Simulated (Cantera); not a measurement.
Feed: 1 mol Si, 4.1 mol HCl, 11 mol H2, held at 13300 Pa.

Equilibrium computed with Cantera from the NASA thermochemical tables; the gas is ideal and each condensed phase is pure. Candidate condensed phases: Si; 19 gas species. The tables' values for SiCl3 are old estimates; treat these amounts as uncertain. Kinetics and transport are ignored.

Problem. At 1225 K, list the 4 most abundant gas species with their mole fractions, and the condensed phases.

Solution. H2 0.867, HCl 0.0665, SiCl4 0.0327, SiHCl3 0.0133. Condensed: Si(s).
